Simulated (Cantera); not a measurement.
Mixture: CH4 : O2 : N2 = 1 : 1.18 : 4.42 (molar parts), at 210000 Pa, adiabatic and at constant pressure. Ignition delay is the time to a rise of 400 K.

Cantera simulation using GRI-Mech 3.0 (53 species, 325 reactions); the numbers are that mechanism's predictions, not measurements.

### Question
What does this change do: pressure from 210000 Pa to 160000 Pa?

### Answer
| quantity | before | after |
|---|---|---|
| delay at 1200 K | 31.4 ms | 40.4 ms |
| delay at 1400 K | 2.54 ms | 3.15 ms |
| delay at 1600 K | 0.313 ms | 0.384 ms |
| delay at 1800 K | 62.9 µs | 79.1 µs |
| delay at 2000 K | 19.6 µs | 25.1 µs |
| apparent activation energy between 1900 and 2100 K | 170 kJ/mol | 160 kJ/mol |
